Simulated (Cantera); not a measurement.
Charge: 1 mol SiH2Cl2, 180 mol H2, held at 1.00 bar.

Equilibrium computed with Cantera from the NASA thermochemical tables; the gas is ideal and each condensed phase is pure. Candidate condensed phases: Si; 19 gas species. The tables' values for SiCl3 are old estimates; treat these amounts as uncertain. Equilibrium is a limit: real reactors are often held back by kinetics, nucleation or transport.

Q: At 1100 K, list the 4 most abundant gas species with their mole fractions, and the condensed phases.

A: H2 0.992, HCl 0.00635, SiHCl3 0.000820, SiCl4 0.000356. Condensed: Si(s).
